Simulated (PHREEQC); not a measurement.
## Silver or lead bath: speciation

Dissolve 0.00079 mol/kgw PbCl2 and 0.0097 mol/kgw KBr at 25 °C. Closed to the air; pH follows from the charge balance.

Model: ion-association model, phreeqc.dat, run in PHREEQC.

Precipitation was switched off in this run.

### Question
What pH, specific conductance does the model give?

### Answer
pH 5.57; specific conductance 1510 µS/cm.

### Question
In which forms is Pb present?

### Answer
Pb+2 71 %, PbBr+ 26 %, PbCl+ 2.8 % of the Pb.
